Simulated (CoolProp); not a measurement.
Vapour pressure (kPa) of acetone: the reference equation beside estimates from Tc = 508.1 K, pc = 4692 kPa, ω = 0.307. Clausius-Clapeyron is anchored at 277.4 K with a constant enthalpy of vaporisation of 32.22 kJ/mol.

Model: reference Helmholtz-energy equation of state, Lemmon 2006, in CoolProp. It is a short technical equation, of lower accuracy than the large ones.

```
T (K)  reference  Lee-Kesler  Clausius-Clapeyron  van der Waals  Redlich-Kwong  Soave-Redlich-Kwong  Peng-Robinson
-----  ---------  ----------  ------------------  -------------  -------------  -------------------  -------------
239.9      1.192       1.025               1.307          87.54          4.615                1.060          1.181
249.3      2.275       1.990               2.403          114.6          8.125                2.053          2.248
258.7      4.110       3.657               4.226          147.3          13.58                3.758          4.055
268        7.034       6.360               7.107          185.7          21.58                6.512          6.934
277.4      11.60       10.65               11.60          231.1          33.13                10.86          11.43
286.8      18.41       17.15               18.34          283.9          49.10                17.42          18.15
296.2      28.23       26.65               28.15          344.5          70.53                26.97          27.85
305.5      41.81       39.93               41.93          412.6          98.22                40.29          41.29
314.9      60.49       58.41               61.23          490.2          134.0                58.76          59.80
324.3      85.37       83.23               87.47          577.2          178.7                83.53          84.51
333.7      117.8       115.8               122.5          673.9          233.8                116.0          116.8
343        158.8       157.3               167.8          779.7          299.8                157.3          157.7
352.4      210.8       210.1               226.8          897.2          379.4                210.0          209.7
```

Absolute difference from the reference over all 13 rows, mean and median: Lee-Kesler 6.2 and 5.6 %, Clausius-Clapeyron 3.2 and 2.5 %, van der Waals 2001.7 and 1120.3 %, Redlich-Kwong 162.8 and 149.8 %, Soave-Redlich-Kwong 5.0 and 4.5 %, Peng-Robinson 1.1 and 1.2 %.
